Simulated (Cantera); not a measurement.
Input: 1 mol C₂H₂, 0.13 mol NH₃, at 2298.15 K and 3.90 mbar.

These are equilibrium values from Cantera (NASA tables, ideal gas, pure condensed phases), not measurements of a reactor. Candidate condensed phases: C, C₆H₆, C₇H₈, C₈H₁₈; 92 gas species. Equilibrium is a limit: real reactors are often held back by kinetics, nucleation or transport.

Base state: H₂ 0.806, H 0.138, N₂ 0.0438, HCN 0.00768, C₂H₂ (acetylene) 0.00345, HNC 0.000698, CN 5.56e-5, C₂H 2.65e-5 (mole fractions); condensed: C(graphite).

### Question
What changes in the equilibrium state with this change: NH₃ from 0.13 to 0.98 mol?

### Answer
```csv
species,before,after
H₂,0.806,0.706
N₂,0.0438,0.148
H,0.138,0.129
HCN,0.00768,0.0132
CN,5.56e-5,0.000102
HNC,0.000698,0.00120
C₂H₂ (acetylene),0.00345,0.00302
C₂H,2.65e-5,2.48e-5
"C(graphite), mol",1.98,1.93
```

### Question
What changes in the equilibrium state with this change: NH₃ from 0.13 to 0.089 mol?

### Answer
| species | before | after |
|---|---|---|
| H₂ | 0.806 | 0.819 |
| H | 0.138 | 0.139 |
| N₂ | 0.0438 | 0.0315 |
| HCN | 0.00768 | 0.00657 |
| CN | 5.56e-5 | 4.72e-5 |
| HNC | 0.000698 | 0.000597 |
| C₂H₂ (acetylene) | 0.00345 | 0.00351 |
| C₂H | 2.65e-5 | 2.67e-5 |
| C(graphite), mol | 1.98 | 1.98 |
